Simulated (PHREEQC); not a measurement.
Make-up at 20 °C: 0.0015 mol HF, 0.068 mol NH4HF2 and 0.16 mol H3PO4 per kg of water. Closed to the air; pH follows from the charge balance.

The numbers come from PHREEQC with the ion-association model, wateq4f.dat.

No solid was allowed to form.

Problem. Order these F species by the share of F that they hold, largest first: H2F2, F-, HF2-, HF.

Solution. HF (60 %), H2F2 (32 %), F- (5.1 %), HF2- (3.2 %)

The pH is 1.95 and the ionic strength 0.0814 mol/kgw. wateq4f.dat counts part of the HF as a dimer, H2F2, which phreeqc.dat doesn't know; its constant is uncertain. H3PO4, which wateq4f.dat lacks, is added to it with the constant of phreeqc.dat.
